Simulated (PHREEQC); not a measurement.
Consider water at 20 °C with 24 mmol/kgw KNO3, 0.47 mmol/kgw LiNO3 and 22 mmol/kgw Li2CO3. Closed to the air; pH follows from the charge balance.

Computed with PHREEQC (ion-association model, wateq4f.dat).

**Question.** The ionic strength comes out as 0.0890 mol/kgw. What activity coefficients do K+, Li+, CO3-2, OH-, HCO3- get?

**Answer.** K+ 0.77, Li+ 0.80, CO3-2 0.40, OH- 0.77, HCO3- 0.80.

Precipitation was switched off in this run.
